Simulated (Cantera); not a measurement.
A Cantera script and what it prints.

```python
import numpy as np
import cantera as ct

gas_names = """
    AL ALH ALN ALO ALOH ALO2 ALO2H AL2 AL2O AL2O2 H HALO HNO HNO2 HNO3 HO2 H2 H2O H2O2 N NH NH2 NH3
    NH2OH NO NO2 NO3 N2 N2H2 N2H4 N2O O OH O2 O3
""".split()
cond_names = """
    AL(cr) AL(L) ALN(s) AL2O3(a) AL2O3(L) H2O(s) H2O(L)
""".split()


# ... load() reads the species with a 1 bar reference pressure and builds the phases ...
atoms = {
    'Al2O3': {'AL': 2, 'O': 3},
    'H2': {'H': 2},
    'N2': {'N': 2},
}
top_T = {'ALN(s)': 2750}  # K; cautious upper limits of use, not melting points


# ... equilibrate(T, P, feed) seeds the gas with the atoms and calls Mixture.equilibrate('TP', solver="vcs", rtol=1e-11, max_steps=5000) ...
results = []
T = 1750  # K
P = 1000  # Pa
for m in [11, 19, 34, 60, 100, 180, 320, 560, 990, 1700]:
    feed = {'Al2O3': 1, 'H2': m, 'N2': 70}  # mol
    mix = equilibrate(T, P, feed)
    results.append((T, P, feed, dict(zip(mix.species_names, mix.species_moles))))
    x = sorted(zip(gas.X, gas.species_names), reverse=True)
    print(f"T = {T:g} K  P = {P:g} Pa  n(H2) = {m:g} mol  gas = {mix.phase_moles(0):.4g} mol")
    print("   x: " + "  ".join(f"{s} {v:.3e}" for v, s in x if v > 1e-06))
    print("   condensed (mol): " + ("  ".join(f"{mix.phase(i).name} {mix.phase_moles(i):.4g}"
          for i in range(1, mix.n_phases) if mix.phase_moles(i) > 1e-12) or "none"))
```

It prints:

```
T = 1750 K  P = 1000 Pa  n(H2) = 11 mol  gas = 81.04 mol
   x: N2 8.638e-01  H2 1.353e-01  H 8.555e-04  H2O 1.156e-05  AL 6.759e-06
   condensed (mol): AL2O3(a) 0.9997
T = 1750 K  P = 1000 Pa  n(H2) = 19 mol  gas = 89.05 mol
   x: N2 7.861e-01  H2 2.128e-01  H 1.073e-03  H2O 1.525e-05  AL 8.797e-06
   condensed (mol): AL2O3(a) 0.9995
T = 1750 K  P = 1000 Pa  n(H2) = 34 mol  gas = 104.1 mol
   x: N2 6.726e-01  H2 3.260e-01  H 1.328e-03  H2O 1.981e-05  AL 1.127e-05  AL2O 1.062e-06
   condensed (mol): AL2O3(a) 0.9993
T = 1750 K  P = 1000 Pa  n(H2) = 60 mol  gas = 130.1 mol
   x: N2 5.380e-01  H2 4.604e-01  H 1.578e-03  H2O 2.450e-05  AL 1.375e-05  AL2O 1.386e-06
   condensed (mol): AL2O3(a) 0.9988
T = 1750 K  P = 1000 Pa  n(H2) = 100 mol  gas = 170.2 mol
   x: H2 5.868e-01  N2 4.114e-01  H 1.782e-03  H2O 2.845e-05  AL 1.582e-05  AL2O 1.670e-06
   condensed (mol): AL2O3(a) 0.9982
T = 1750 K  P = 1000 Pa  n(H2) = 180 mol  gas = 250.3 mol
   x: H2 7.183e-01  N2 2.797e-01  H 1.971e-03  H2O 3.222e-05  AL 1.777e-05  AL2O 1.950e-06
   condensed (mol): AL2O3(a) 0.9971
T = 1750 K  P = 1000 Pa  n(H2) = 320 mol  gas = 390.4 mol
   x: H2 8.185e-01  N2 1.793e-01  H 2.104e-03  H2O 3.493e-05  AL 1.915e-05  AL2O 2.155e-06  ALOH 1.091e-06
   condensed (mol): AL2O3(a) 0.995
T = 1750 K  P = 1000 Pa  n(H2) = 560 mol  gas = 630.7 mol
   x: H2 8.868e-01  N2 1.110e-01  H 2.190e-03  H2O 3.671e-05  AL 2.005e-05  AL2O 2.291e-06  ALOH 1.153e-06
   condensed (mol): AL2O3(a) 0.9916
T = 1750 K  P = 1000 Pa  n(H2) = 990 mol  gas = 1061 mol
   x: H2 9.317e-01  N2 6.596e-02  H 2.245e-03  H2O 3.785e-05  AL 2.062e-05  AL2O 2.379e-06  ALOH 1.193e-06  ALH 1.042e-06
   condensed (mol): AL2O3(a) 0.9853
T = 1750 K  P = 1000 Pa  n(H2) = 1700 mol  gas = 1772 mol
   x: H2 9.582e-01  N2 3.950e-02  H 2.277e-03  H2O 3.851e-05  AL 2.095e-05  AL2O 2.430e-06  ALOH 1.216e-06  ALH 1.073e-06
   condensed (mol): AL2O3(a) 0.9751
```

Equilibrium computed with Cantera from the NASA thermochemical tables; the gas is ideal and each condensed phase is pure.
